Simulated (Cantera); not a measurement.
What does this Cantera script print?

```python
import numpy as np
import cantera as ct

gas_names = """
    H HO2 H2 H2O H2O2 O OH O2 O3 Pb PbO Pb2
""".split()
cond_names = """
    H2O(s) H2O(L) Pb(cr) Pb(L) PbO(rd) PbO(yw) PbO(L) PbO2(s) Pb3O4(s)
""".split()


def load(file, names, dense=False):
    # The tables refer to 1 bar. Condensed volumes are neglected.
    table = {s.name: s for s in ct.Species.list_from_file(file)}
    out = []
    for n in names:
        d = dict(table[n].input_data)
        d["thermo"] = dict(d["thermo"], **{"reference-pressure": 1e5})
        if dense:
            d["equation-of-state"] = {"model": "constant-volume", "density": "1e6 g/cm^3"}
        out.append(ct.Species.from_dict(d))
    return out


gas = ct.Solution(thermo="ideal-gas", species=load("nasa_gas.yaml", gas_names))
cond = {s.name: ct.Solution(thermo="fixed-stoichiometry", species=[s], name=s.name)
        for s in load("nasa_condensed.yaml", cond_names, dense=True)}
atoms = {
    'Pb': {'Pb': 1},
    'O2': {'O': 2},
    'H2': {'H': 2},
}
top_T = {'Pb3O4(s)': 820}  # K; cautious upper limits of use, not melting points


def equilibrate(T, P, feed):
    n = {}
    for name, mol in feed.items():
        for a, k in atoms[name].items():
            n[a] = n.get(a, 0.0) + k * mol
    gas.TPX = T, P, n
    mass = sum(n.values()) * gas.mean_molecular_weight
    gas.equilibrate("TP")
    valid = [c for c in cond.values() if c.min_temp <= T <= top_T.get(c.name, c.max_temp)]
    mix = ct.Mixture([(gas, mass / gas.mean_molecular_weight)] + [(c, 0.0) for c in valid])
    mix.T, mix.P = T, P
    mix.equilibrate("TP", solver="vcs", rtol=1e-11, max_steps=5000)
    return mix


results = []
feed = {'Pb': 1, 'O2': 0.18, 'H2': 23}  # mol
P = 950  # Pa
for T in [550, 600, 650, 700, 750, 800, 850]:
    mix = equilibrate(T, P, feed)
    results.append((T, P, feed, dict(zip(mix.species_names, mix.species_moles))))

top = {s: max(r[3][s] / sum(r[3][g] for g in gas_names) for r in results) for s in gas_names}
cols = sorted((s for s in top if top[s] > 0.0001), key=lambda s: -top[s])[:9]
seen = [c for c in cond_names if any(r[3].get(c, 0) > 1e-12 for r in results)]
print("log10 of partial pressures in bar; condensed amounts in mol")
print(f"{'T/K':>10s}" + "".join(f"{s[:9]:>10s}" for s in cols + seen))
for T, P, feed, n in results:
    ng = sum(n[g] for g in gas_names)
    print(f"{T:10.4g}" + "".join(f"{np.log10(max(n[s] / ng * P / 1e5, 1e-99)):10.3f}" for s in cols)
          + "".join(f"{n.get(c, 0):10.4g}" for c in seen))
```

Output:

```
log10 of partial pressures in bar; condensed amounts in mol
       T/K        H2       H2O    Pb(cr)     Pb(L)
       550    -2.029    -3.828         1         0
       600    -2.029    -3.828         1         0
       650    -2.029    -3.828         0         1
       700    -2.029    -3.828         0         1
       750    -2.029    -3.828         0         1
       800    -2.029    -3.828         0    0.9999
       850    -2.029    -3.828         0    0.9992
```

Method: chemical equilibrium by Gibbs-energy minimisation in Cantera with the NASA 1993 tables (ideal gas, pure condensed phases).
